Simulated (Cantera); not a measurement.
## Premixed flame

A freely propagating, adiabatic, planar premixed flame of 50.2 % H2, 10.4 % O2, 39.3 % N2, unburnt at 625 K and 5.00 bar; mixture-averaged transport, grid criteria slope 0.08 and curve 0.16, no radiation.

Model: the H2/O2 subset of GRI-Mech 3.0, which has no nitrogen chemistry, integrated in Cantera. The hydrogen kinetics of GRI-Mech 3.0 are dated; newer H2 mechanisms differ, most at raised pressure. Burning velocities carry a grid error of a few per cent, more on coarse grids.

```csv
z (mm),T (K),u (m/s),x H2,x O2,x OH,x O,x HO2,x H2O2
-0.181,625,9.30,0.502,0.104,<1e-8,<1e-8,<1e-8,<1e-8
-0.121,625,9.30,0.502,0.104,<1e-8,<1e-8,<1e-8,<1e-8
-0.0905,625,9.30,0.502,0.104,<1e-8,<1e-8,4.32e-8,<1e-8
-0.0603,626,9.30,0.502,0.105,<1e-8,2.26e-8,3.63e-6,2.75e-8
-0.0302,685,10.0,0.493,0.105,9.76e-5,1.82e-5,0.000623,1.43e-5
-0.0151,958,13.6,0.458,0.0961,0.000728,0.000287,0.000527,3.43e-5
0,1338,18.6,0.391,0.0663,0.00163,0.00144,0.000251,9.96e-6
0.0151,1606,22.2,0.330,0.0286,0.00265,0.00170,0.000101,2.27e-6
0.0302,1742,23.9,0.303,0.00937,0.00287,0.000991,3.22e-5,1.11e-6
0.0603,1857,25.4,0.296,0.00111,0.00284,0.000418,3.65e-6,4.85e-7
0.121,1955,26.5,0.302,0.000115,0.00255,0.000235,4.64e-7,2.44e-7
0.241,2040,27.5,0.310,4.02e-5,0.00201,0.000120,1.99e-7,1.22e-7
0.483,2105,28.2,0.316,1.68e-5,0.00140,5.03e-5,8.95e-8,5.62e-8
```
x: mole fraction of selected species; z is measured from the peak of heat release.

| Quantity | Result |
|---|---|
| laminar burning velocity | 930 cm/s |
| thermal thickness | 0.0603 mm |
| peak x(OH) | 0.00287 |
| peak x(O) | 0.00183 |
| peak x(HO2) | 0.000759 |
| peak x(H2O2) | 3.52e-5 |
